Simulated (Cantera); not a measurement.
What does this Cantera script print?

```python
import numpy as np
import cantera as ct

gas = ct.Solution("gri30.yaml")
gas.TPX = 1275, 7800, {'N2O': 1, 'H2': 0.012, 'N2': 2.5}
reactor = ct.IdealGasConstPressureReactor(gas, energy="off", clone=False)
net = ct.ReactorNet([reactor])
net.rtol, net.atol = 1e-08, 1e-18
show = ['N2O', 'H2', 'N2', 'H2O', 'H', 'NO', 'HO2']
times = np.geomspace(4e-05, 3, 15)

steps = ct.SolutionArray(gas, extra=["t"])
rows = []
print(f"{'t/s':>10s}{'T/K':>9s}{'P/Pa':>11s}" + "".join(f"{s:>11s}" for s in show))
for t in times:
    while net.time < t:
        t_next = net.step()
        steps.append(gas.state, t=t_next)
    rows.append([np.interp(t, steps.t, y) for y in (steps.T, steps.P, *steps(*show).X.T)])
    print(f"{t:10.3e}{rows[-1][0]:9.1f}{rows[-1][1]:11.4g}" + "".join(f"{x:11.3e}" for x in rows[-1][2:]))
rate = np.gradient(steps.T, steps.t)
print("integrator steps:", len(steps.t))
if steps.T.max() > steps.T[0] + 200:
    print(f"time of steepest temperature rise: {steps.t[rate.argmax()]:.4e} s")
gas.TPX = 1275, 7800, {'N2O': 1, 'H2': 0.012, 'N2': 2.5}
gas.equilibrate("TP")
print(f"equilibrium (TP): T = {gas.T:.1f} K  " + "  ".join(f"{s} {gas[s].X[0]:.3e}" for s in show))
```

Output:

```
       t/s      T/K       P/Pa        N2O         H2         N2        H2O          H         NO        HO2
 4.000e-05   1275.0       7800  2.847e-01  3.417e-03  7.118e-01  4.543e-09  2.468e-08  2.552e-08  6.813e-11
 8.918e-05   1275.0       7800  2.847e-01  3.417e-03  7.118e-01  5.220e-08  8.146e-08  1.163e-07  7.823e-10
 1.988e-04   1275.0       7800  2.847e-01  3.416e-03  7.118e-01  5.358e-07  2.406e-07  4.809e-07  8.003e-09
 4.433e-04   1275.0       7800  2.847e-01  3.410e-03  7.119e-01  4.528e-06  6.473e-07  1.714e-06  6.668e-08
 9.884e-04   1275.0       7800  2.847e-01  3.380e-03  7.119e-01  2.998e-05  1.508e-06  5.292e-06  4.138e-07
 2.204e-03   1275.0       7800  2.845e-01  3.248e-03  7.121e-01  1.545e-04  2.868e-06  1.538e-05  1.638e-06
 4.913e-03   1275.0       7800  2.838e-01  2.795e-03  7.126e-01  5.986e-04  3.827e-06  4.219e-05  3.072e-06
 1.095e-02   1275.0       7800  2.825e-01  1.827e-03  7.137e-01  1.565e-03  2.793e-06  9.700e-05  3.324e-06
 2.442e-02   1275.0       7800  2.806e-01  7.684e-04  7.152e-01  2.629e-03  9.431e-07  1.924e-04  2.893e-06
 5.445e-02   1275.0       7800  2.783e-01  1.972e-04  7.167e-01  3.205e-03  1.696e-07  3.811e-04  1.744e-06
 1.214e-01   1275.0       7800  2.742e-01  2.440e-05  7.189e-01  3.375e-03  2.489e-08  8.033e-04  8.472e-07
 2.707e-01   1275.0       7800  2.656e-01  4.459e-07  7.232e-01  3.387e-03  1.087e-08  1.744e-03  4.495e-07
 6.035e-01   1275.0       7800  2.478e-01  3.735e-08  7.323e-01  3.360e-03  1.137e-08  3.734e-03  2.315e-07
 1.346e+00   1275.0       7800  2.126e-01  3.664e-08  7.501e-01  3.307e-03  1.240e-08  7.637e-03  1.067e-07
 3.000e+00   1275.0       7800  1.525e-01  3.943e-08  7.807e-01  3.217e-03  1.408e-08  1.425e-02  4.375e-08
integrator steps: 1579
equilibrium (TP): T = 1275.0 K  N2O 5.367e-09  H2 1.698e-09  N2 8.736e-01  H2O 2.994e-03  H 1.095e-10  NO 2.719e-04  HO2 1.803e-09
```

Cantera simulation using GRI-Mech 3.0 (53 species, 325 reactions); the numbers are that mechanism's predictions, not measurements. GRI-Mech 3.0 was tuned for natural gas; its chemistry of N2O as a main component is partial and can be far from experiment. The mechanism lacks the step 2 NO + O2 → 2 NO2, which can matter for NO2 below about 1400 K. The temperature is held fixed by assumption; the heat of reaction is taken as removed at once.
